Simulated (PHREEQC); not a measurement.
Make-up at 25 °C: 0.0057 mol/kgw HF, 0.00019 mol/kgw H2SiF6, 0.0044 mol/kgw H3PO4 and 0.0012 mol/kgw HCl. Closed to the air; pH follows from the charge balance.

Computed with PHREEQC (ion-association model, wateq4f.dat).

```json
[
 {"quantity": "pH", "before": "2.33", "after": "6.37"},
 {"quantity": "ionic strength (mol/kgw)", "before": "0.00521", "after": "0.0139"},
 {"quantity": "HF (mol/kgw)", "before": "0.00482", "after": "3.85e-6"},
 {"quantity": "H2PO4- (mol/kgw)", "before": "0.00268", "after": "0.00364"},
 {"quantity": "H3PO4 (mol/kgw)", "before": "0.00171", "after": "2.02e-7"},
 {"quantity": "F- (mol/kgw)", "before": "0.000743", "after": "0.00684"},
 {"quantity": "SI of Quartz (SiO2)", "before": "-1.76", "after": "+0.26"}
]
```

**Question.** What was changed between the two runs?
A) H3PO4 replaced by KH2PO4 at the same molality
B) H3PO4 replaced by K3PO4 at the same molality
C) HCl replaced by FeCl3 at the same molality
D) temperature from 25 to 45 °C

**Answer.** B, H3PO4 replaced by K3PO4 at the same molality

Precipitation was switched off in this run. Some of these states are supersaturated (in Quartz (slow to form), for instance). H3PO4, which wateq4f.dat lacks, is added to it with the constant of phreeqc.dat. SiF6-2 is the database's only silicon fluoride.
